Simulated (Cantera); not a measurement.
Input (Python, Cantera):

```python
import numpy as np
import cantera as ct

gas = ct.Solution("gri30.yaml")
gas.TPX = 675, 200000, {'CH4': 1, 'O2': 2.74, 'N2': 10.3}
flame = ct.FreeFlame(gas, width=0.025)
flame.set_refine_criteria(ratio=3, slope=0.08, curve=0.16)
flame.transport_model = "mixture-averaged"
flame.solve(loglevel=0, auto=True)
z, T = flame.grid, flame.T
thick = (T[-1] - T[0]) / np.gradient(T, z).max()
show = ['CH4', 'O2', 'HCN', 'O', 'N2O', 'H2O2']
print(f"laminar burning velocity  {flame.velocity[0] * 100:.3f} cm/s")
print(f"burnt temperature         {T[-1]:.1f} K")
print(f"thermal thickness         {thick * 1e3:.4f} mm")
print(f"grid points               {len(z)}")
z0 = z[flame.heat_release_rate.argmax()]
print(f"{'z/mm':>9s}{'T/K':>9s}{'u/(m/s)':>9s}" + "".join(f"{s:>11s}" for s in show))
rows = []
for k in (-3, -2, -1.5, -1, -0.5, -0.25, 0, 0.25, 0.5, 1, 2, 4, 8):
    zz = z0 + k * thick
    rows.append([k * thick, np.interp(zz, z, T), np.interp(zz, z, flame.velocity),
                 *(np.interp(zz, z, flame.X[gas.species_index(s)]) for s in show)])
    print(f"{rows[-1][0] * 1e3:9.3f}{rows[-1][1]:9.1f}{rows[-1][2]:9.3f}" + "".join(f"{x:11.3e}" for x in rows[-1][3:]))
```

It prints:

```
laminar burning velocity  98.361 cm/s
burnt temperature         2163.9 K
thermal thickness         0.2140 mm
grid points               139
     z/mm      T/K  u/(m/s)        CH4         O2        HCN          O        N2O       H2O2
   -0.642    675.5    0.985  7.113e-02  1.950e-01  3.916e-11  5.309e-13  7.736e-12  5.045e-08
   -0.428    679.2    0.991  7.078e-02  1.946e-01  4.530e-10  5.195e-11  9.617e-11  4.545e-07
   -0.321    690.9    1.010  6.985e-02  1.935e-01  2.212e-09  1.243e-09  4.960e-10  1.814e-06
   -0.214    747.0    1.095  6.595e-02  1.889e-01  1.420e-08  6.095e-08  3.449e-09  8.195e-06
   -0.107   1047.2    1.549  4.683e-02  1.626e-01  1.231e-07  9.165e-06  3.427e-08  2.817e-05
   -0.053   1379.6    2.053  2.573e-02  1.297e-01  3.092e-07  1.068e-04  9.195e-08  1.770e-05
    0.000   1710.0    2.554  5.977e-03  9.137e-02  6.044e-07  9.609e-04  2.057e-07  1.810e-06
    0.053   1854.4    2.765  4.040e-04  7.012e-02  4.438e-07  3.094e-03  3.606e-07  6.858e-07
    0.107   1912.0    2.839  1.457e-05  6.290e-02  1.469e-07  3.894e-03  4.746e-07  5.559e-07
    0.214   1984.4    2.930  3.190e-08  5.818e-02  1.300e-08  3.456e-03  5.683e-07  4.274e-07
    0.428   2060.6    3.028  9.885e-13  5.529e-02  2.070e-10  2.269e-03  6.448e-07  2.962e-07
    0.856   2119.3    3.104  2.305e-17  5.373e-02  1.171e-12  1.160e-03  6.760e-07  1.995e-07
    1.712   2150.9    3.144  1.726e-18  5.306e-02  1.993e-13  5.722e-04  5.557e-07  1.529e-07
```

Cantera simulation using GRI-Mech 3.0 (53 species, 325 reactions); the numbers are that mechanism's predictions, not measurements. Burning velocities carry a grid error of a few per cent, more on coarse grids.
